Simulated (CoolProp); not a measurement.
Vapour-liquid equilibrium of propylene (1) + acetone (2) at 286.1 K; x and y are mole fractions of (1).

The numbers come from the multi-fluid Helmholtz-energy mixture model, Lemmon 2013 and Lemmon 2006; pair parameters Bell 2016 in CoolProp.

Task: Give the bubble pressure and the first vapour's composition at x = 0.05, 0.875, 0.95. Is there an azeotrope?

Result: x = 0.05: 1.114 bar, y = 0.842; x = 0.875: 7.521 bar, y = 0.988; x = 0.95: 8.026 bar, y = 0.994. No azeotrope shows between x = 0.05 and 0.95.

Pair parameters are fitted to limited data, so mixtures are less certain than the pure fluids. With so large a gap from Raoult's law the liquid may split in two, which this calculation doesn't test in full.
